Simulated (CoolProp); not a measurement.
The fluid at 315.33 K and 0.643 MPa (gas) is heated at constant pressure to 447.3 K. The same conditions are run with several fluids, on thermodynamics alone (safety and materials aside).

Model: reference Helmholtz-energy equation of state of each fluid (R13: Platzer 1990; R507A: Lemmon 2003; hydrogen sulfide: Lemmon 2006; cyclopropane: Polt 1992), in CoolProp. The equations of Platzer and Polt are older, rougher fits. Blends and air are pseudo-pure fits.

```
fluid             heat (kJ/kg)  final density (kg/m³)
----------------  ------------  ---------------------
R13                       97.9                   18.3
R507A               (withheld)             (withheld)
hydrogen sulfide    (withheld)             (withheld)
cyclopropane        (withheld)             (withheld)
```

Problem. Complete the blanks.

Solution. 
- R507A, heat (kJ/kg): 137
- R507A, final density (kg/m³): 17.5
- hydrogen sulfide, heat (kJ/kg): 142
- hydrogen sulfide, final density (kg/m³): 5.97
- cyclopropane, heat (kJ/kg): 241
- cyclopropane, final density (kg/m³): 7.49
